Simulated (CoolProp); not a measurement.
A Linde-Hampson liquefier for dry air: isothermal reversible compression at 200 K from 1 atm to 40 MPa, throttling to 1 atm, return gas leaving the recuperator 2 K below the feed. Each further row changes one setting.

Model: reference Helmholtz-energy equation of state, Lemmon 2000, in CoolProp. It is a pseudo-pure fit of the blend.

```csv
case,liquid yield per pass,compression work (kJ/kg of gas)
as stated,0.276,323
high pressure 80 MPa,0.216,385
warm-end temperature 230 K,0.205,384
warm-end gap 7 K,0.265,323
```
